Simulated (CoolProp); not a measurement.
A single-stage vapour-compression cycle with trans-2-butene: evaporating at 309.15 K (dew point), condensing at 340.15 K (bubble point), superheat 5 K, subcooling 2 K, compressor efficiency 0.85, no pressure losses. Each further row changes one setting.

Computed with CoolProp (reference Helmholtz-energy equation of state, Lemmon 2005). It is a short technical equation, of lower accuracy than the large ones.

| case | cooling COP | pressure ratio | discharge temperature (K) | refrigerating effect (kJ/kg) | volumetric capacity (kJ/m³) |
|---|---|---|---|---|---|
| as stated | 7.45 | 2.26 | 345.9 | 306 | 2360 |
| evaporating temperature 314.15 K | 9.21 | 1.96 | 345.6 | 313 | 2760 |
| condensing temperature 335.15 K | 9.11 | 2.00 | 341.0 | 319 | 2450 |
| subcooling 7 K | 7.76 | 2.26 | 345.9 | 319 | 2450 |
| superheat 15 K | 7.54 | 2.26 | 355.7 | 324 | 2390 |
| compressor efficiency 0.75 | 6.58 | 2.26 | 348.6 | 306 | 2360 |
